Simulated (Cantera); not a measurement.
Input (Python, Cantera) and output of one run.

```python
import numpy as np
import cantera as ct

gas_names = [...]  # 113 gases of nasa_gas.yaml made of C, H, O, Ti
cond_names = """
    C(gr) C6H6(L) C7H8(L) C8H18(L),n-octa H2O(s) H2O(L) Ti(a) Ti(b) Ti(L) TiC(s) TiC(L) TiO(a) TiO(b)
    TiO(L) TiO2(ru) TiO2(L) Ti2O3(a) Ti2O3(b) Ti2O3(L) Ti3O5(a) Ti3O5(b) Ti3O5(L) Ti4O7(s) Ti4O7(L)
""".split()


# ... load() reads the species with a 1 bar reference pressure and builds the phases ...
atoms = {
    'Ti(OiPr)4': {'Ti': 1, 'C': 12, 'H': 28, 'O': 4},
    'CH4': {'C': 1, 'H': 4},
}
top_T = {'C(gr)': 4500}  # K; cautious upper limits of use, not melting points


# ... equilibrate(T, P, feed) seeds the gas with the atoms and calls Mixture.equilibrate('TP', solver="vcs", rtol=1e-11, max_steps=5000) ...
results = []
feed = {'Ti(OiPr)4': 1, 'CH4': 1.1}  # mol
T = 1375  # K
P = 1333.22  # Pa
mix = equilibrate(T, P, feed)
results.append((T, P, feed, dict(zip(mix.species_names, mix.species_moles))))
x = sorted(zip(gas.X, gas.species_names), reverse=True)
print(f"T = {T:g} K  P = {P:g} Pa  gas = {mix.phase_moles(0):.4g} mol")
print("   x: " + "  ".join(f"{s} {v:.3e}" for v, s in x if v > 0.001))
print("   condensed (mol): " + ("  ".join(f"{mix.phase(i).name} {mix.phase_moles(i):.4g}"
      for i in range(1, mix.n_phases) if mix.phase_moles(i) > 1e-12) or "none"))
```

Output:

```
T = 1375 K  P = 1333.22 Pa  gas = 20.2 mol
   x: H2 8.019e-01  CO 1.980e-01
   condensed (mol): C(gr) 8.099  TiC(s) 1
```

These are equilibrium values from Cantera (NASA tables, ideal gas, pure condensed phases), not measurements of a reactor. The feed counts by its element totals alone. TiC: taken at fixed stoichiometry.
